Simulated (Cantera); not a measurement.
An isothermal, constant-pressure homogeneous reactor starts with N₂O : H₂ : N₂ = 1 : 0.0028 : 2.6 (molar parts), at 1275 K and 13300 Pa.

Computed with Cantera and GRI-Mech 3.0 (53 species, 325 reactions). GRI-Mech 3.0 was tuned for natural gas; its chemistry of N2O as a main component is partial and can be far from experiment. The mechanism lacks the step 2 NO + O2 → 2 NO2, which can matter for NO2 below about 1400 K. The temperature is held fixed by assumption; the heat of reaction is taken as removed at once.

x: mole fraction; the columns are a selection and need not sum to one.

```tsv
t (s)	x N₂O	x H₂	x O	x OH	x N₂	x NO₂
0.000300	0.278	0.000776	4.58e-6	1.34e-6	0.722	1.76e-11
0.000675	0.277	0.000772	4.92e-6	3.77e-6	0.722	5.91e-10
0.00152	0.277	0.000755	4.90e-6	8.45e-6	0.722	1.72e-8
0.00342	0.277	[?]	4.91e-6	1.48e-5	0.722	3.01e-7
0.00770	0.277	[?]	5.00e-6	1.78e-5	0.722	2.27e-6
0.0173	0.275	[?]	5.13e-6	1.53e-5	0.723	8.69e-6
0.0390	0.273	[?]	5.21e-6	1.09e-5	0.724	2.21e-5
0.0877	0.268	[?]	5.24e-6	7.35e-6	0.727	3.37e-5
0.197	0.258	[?]	5.24e-6	6.24e-6	0.732	3.44e-5
0.444	0.237	[?]	5.21e-6	6.48e-6	0.743	3.70e-5
1.00	0.196	[?]	5.13e-6	6.58e-6	0.763	3.90e-5
```

Task: Some entries are withheld; supply them.

Result: 
- 0.00342, x H₂: 0.000691
- 0.00770, x H₂: 0.000527
- 0.0173, x H₂: 0.000289
- 0.0390, x H₂: 9.93e-5
- 0.0877, x H₂: 1.79e-5
- 0.197, x H₂: 8.73e-7
- 0.444, x H₂: 1.04e-8
- 1.00, x H₂: 9.15e-9
